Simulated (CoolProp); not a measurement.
Toluene along the isotherm 346.85 °C: fugacity coefficient from the reference equation and from simpler models built on Tc = 318.6 °C, pc = 4126 kPa, ω = 0.266; each cubic takes its own stable root.

Model: reference Helmholtz-energy equation of state, Lemmon 2006, in CoolProp. It is a short technical equation, of lower accuracy than the large ones.

```csv
p (kPa),phase,reference,van der Waals,Redlich-Kwong,Soave-Redlich-Kwong,Peng-Robinson
19.6,gas,0.9985,0.9987,0.9986,0.9986,0.9984
34.8,gas,0.9973,0.9978,0.9975,0.9976,0.9972
61.9,gas,0.9953,0.9960,0.9955,0.9956,0.9951
110,gas,0.9916,0.9929,0.9921,0.9923,0.9913
196,gas,0.9851,0.9874,0.9859,0.9862,0.9845
348,gas,0.9736,0.9777,0.9750,0.9756,0.9726
619,gas,0.9533,0.9604,0.9558,0.9568,0.9516
1100,gas,0.9177,0.9298,0.9219,0.9238,0.9150
1960,gas,0.8553,0.8752,0.8624,0.8658,0.8513
3480,gas,0.7486,0.7779,0.7593,0.7656,0.7438
6190,supercritical,0.5608,0.5869,0.5722,0.5871,0.5613
```
